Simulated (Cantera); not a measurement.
Input: 1 mol Hg, 1 mol O2, 0.56 mol N2, equilibrated at 17000 Pa.

These are equilibrium values from Cantera (NASA tables, ideal gas, pure condensed phases), not measurements of a reactor. Candidate condensed phases: Hg, HgO; 10 gas species. Kinetics and transport are ignored.

Question: Which condensed phases are stable at each of these points (T (K)): 548, 648, 748, 848, 948, 1048, 1148, 1248, 1348, 1448, 1548, 1648?

Answer: 
| T (K) | condensed phases | Hg condensed (%) |
|---|---|---|
| 548 | HgO(s) | 99.6 |
| 648 | gas only | 0.0 |
| 748 | gas only | 0.0 |
| 848 | gas only | 0.0 |
| 948 | gas only | 0.0 |
| 1048 | gas only | 0.0 |
| 1148 | gas only | 0.0 |
| 1248 | gas only | 0.0 |
| 1348 | gas only | 0.0 |
| 1448 | gas only | 0.0 |
| 1548 | gas only | 0.0 |
| 1648 | gas only | 0.0 |

At 548 K the condensed part is HgO(s). From 648 K to 1648 K nothing is condensed.
